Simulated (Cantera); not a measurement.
A perfectly stirred reactor is fed with CH4 : H2 : O2 : N2 : CO2 : H2O = 1 : 0.16 : 3.85 : 20 : 0.55 : 0.83 (molar parts), at 5.00 bar; it is adiabatic with a 600 K inlet, and is followed from long to short residence time, starting on the burning branch (τ in s: 0.12, 0.058, 0.027, 0.012, 0.0057, 0.0026, 0.0012, 0.00056, 0.00026, 0.00012, 5.6e-05, 2.6e-05, 1.2e-05).

Detailed kinetics in Cantera: GRI-Mech 3.0 (53 species, 325 reactions).

**Question.** Predict: blow-out, bracketed by the residence times tried; x(CH4) at τ = 0.120 s; x(H2) at τ = 0.120 s; x(O2) at τ = 0.120 s; x(CO) at τ = 0.120 s; x(CH4) at τ = 1.20 ms; x(H2) at τ = 1.20 ms; x(O2) at τ = 1.20 ms.

**Answer.** 
```json
{
 "blow_out_bracketed_by_the_residence_times_tried": "burning at 2.60 ms, out at 1.20 ms",
 "x(CH4) at τ = 0.120 s": "1.93e-5",
 "x(H2) at τ = 0.120 s": "1.46e-5",
 "x(O2) at τ = 0.120 s": "0.0674",
 "x(CO) at τ = 0.120 s": "0.000177",
 "x(CH4) at τ = 1.20 ms": "0.0379",
 "x(H2) at τ = 1.20 ms": "0.00606",
 "x(O2) at τ = 1.20 ms": "0.146"
}
```
